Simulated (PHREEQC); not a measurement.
Consider water at 20 °C with 0.6 mol/kgw KOH, 0.47 mol/kgw K2SO4 and 0.003 mol/kgw KH2PO4. It is in equilibrium with CO2 at log p = -3.5 (atm). Otherwise closed; pH follows from the charge balance.

Model: ion-association model, wateq4f.dat, run in PHREEQC.

Question: The ionic strength comes out as 1.81 mol/kgw. What activity coefficients do HPO4-2, K+, CO3-2, HCO3-, SO4-2 get?

Answer: HPO4-2 0.14, K+ 0.58, CO3-2 0.16, HCO3- 0.63, SO4-2 0.12.

Precipitation was switched off in this run. Ionic strength above about 0.7 mol/kgw puts this run outside the model's range. H3PO4, which wateq4f.dat lacks, is added to it with the constant of phreeqc.dat.
